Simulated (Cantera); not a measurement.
Charge: 1 mol MgO, 4.3 mol Cl2, at 877 °C and 133 Pa.

Cantera equilibrium calculation (NASA polynomials, part measured and part estimated; ideal gas, pure solids and liquids). The numbers say what is thermodynamically allowed, not how fast it happens.

| species | before | after |
|---|---|---|
| Cl2 | 0.761 | 0.998 |
| MgCl2 | 0.116 | 0.000872 |
| Cl | 0.0655 | 0.000733 |
| O2 | 0.0579 | 0.000436 |
| ClO | 2.50e-5 | 5.63e-8 |
| MgO(s), mol | 0.452 | 0.996 |
Gas species are given as mole fractions.

### Question
What was changed between the two runs?
A. temperature from 877 °C to 1452 °C
B. temperature from 877 °C to 575 °C
C. pressure from 133 Pa to 1200 Pa
D. pressure from 133 Pa to 3100 Pa

### Answer
B, temperature from 877 °C to 575 °C
